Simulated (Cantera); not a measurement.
Feed: 1 mol acetone, 5.3 mol H2, equilibrated at 450 Torr.

These are equilibrium values from Cantera (NASA tables, ideal gas, pure condensed phases), not measurements of a reactor. Candidate condensed phases: C, C6H6, C7H8, C8H18, H2O; 110 gas species. The feed counts by its element totals alone. Equilibrium is a limit: real reactors are often held back by kinetics, nucleation or transport.

log p: log10 of the partial pressure in bar; n: condensed amount in mol.

| T (K) | log p H2 | log p CH4 | log p H2O | log p CO | log p CO2 | log p C2H6 | n C(graphite) |
|---|---|---|---|---|---|---|---|
| 725 | -0.64 | -0.57 | -1.05 | -2.69 | -2.22 | ? | 0.311 |
| 775 | -0.51 | -0.70 | -1.12 | -2.27 | -2.18 | ? | 0.770 |
| 825 | -0.41 | -0.87 | -1.22 | -1.91 | -2.16 | ? | 1.21 |
| 875 | -0.35 | -1.07 | -1.37 | -1.62 | -2.21 | ? | 1.54 |
| 925 | -0.32 | -1.28 | -1.57 | -1.42 | -2.37 | ? | 1.72 |
| 975 | -0.30 | -1.50 | -1.82 | -1.30 | -2.62 | ? | 1.80 |
| 1025 | -0.29 | -1.71 | -2.11 | -1.24 | -2.94 | ? | 1.85 |
| 1075 | -0.28 | -1.91 | -2.39 | -1.21 | -3.29 | ? | 1.88 |
| 1125 | -0.28 | -2.10 | -2.67 | -1.20 | -3.63 | ? | 1.91 |
| 1175 | -0.28 | -2.27 | -2.93 | -1.19 | -3.96 | ? | 1.94 |
| 1225 | -0.27 | -2.43 | -3.17 | -1.19 | -4.26 | ? | 1.95 |

Some entries are withheld; supply them.


- 725, log p C2H6: -5.67
- 775, log p C2H6: -5.74
- 825, log p C2H6: -5.88
- 875, log p C2H6: -6.08
- 925, log p C2H6: -6.31
- 975, log p C2H6: -6.55
- 1025, log p C2H6: -6.79
- 1075, log p C2H6: -7.03
- 1125, log p C2H6: -7.24
- 1175, log p C2H6: -7.45
- 1225, log p C2H6: -7.63
